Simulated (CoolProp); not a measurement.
Vapour-liquid equilibrium of hydrogen sulfide (1) + n-pentane (2) at 281 K; x and y are mole fractions of (1).

Model: multi-fluid Helmholtz-energy mixture model, Lemmon 2006 and Thol 2019; pair parameters Kunz 2012, in CoolProp.

```tsv
x	bubble pressure (bar)	y at the bubble point	dew pressure at overall composition x (bar)	liquid density (mol/L)
0.05	1.128	0.701	0.3637	9.112
0.15	2.968	0.892	?	?
0.25	4.821	?	?	10.39
0.35	6.396	0.956	0.5298	11.18
0.45	7.608	0.965	0.6243	12.11
0.55	8.535	0.971	0.7597	13.24
0.65	9.325	0.976	0.9700	14.63
0.75	?	0.981	?	16.39
0.85	11.08	0.987	2.180	18.71
0.95	12.24	0.995	5.816	21.88
```

**Question.** What belongs in the gaps?

**Answer.** 
- 0.15, dew pressure at overall composition x (bar): 0.4063
- 0.15, liquid density (mol/L): 9.706
- 0.25, y at the bubble point: 0.937
- 0.25, dew pressure at overall composition x (bar): 0.4600
- 0.75, bubble pressure (bar): 10.13
- 0.75, dew pressure at overall composition x (bar): 1.342

No azeotrope shows between x = 0.05 and 0.95.

The pair parameters rest on a limited set of measurements; away from them the model extrapolates.
